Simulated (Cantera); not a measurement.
A closed system holds: 1 mol TiC, 0.071 mol H₂, equilibrated at 2100 K and 0.0133 bar.

Cantera equilibrium calculation (NASA polynomials, part measured and part estimated; ideal gas, pure solids and liquids). Candidate condensed phases: C, C₆H₆, C₇H₈, C₈H₁₈, Ti, TiC; 77 gas species. TiC: taken at fixed stoichiometry. Equilibrium is a limit: real reactors are often held back by kinetics, nucleation or transport.

Task: What is the equilibrium state?

Result: 
| Property | Value |
|---|---|
| x(H₂) | 0.973 |
| x(H) | 0.0266 |
| x(Ti) | 7.27e-6 |
| x(C₂H₂ (acetylene)) | 3.47e-6 |
| n(TiC(s)) | 1.000 mol |
| gas amount | 0.07196 mol |
| log10 activity of C(graphite) (absent) | -1.30 |
| log10 activity of Ti(l) (absent) | -2.55 |
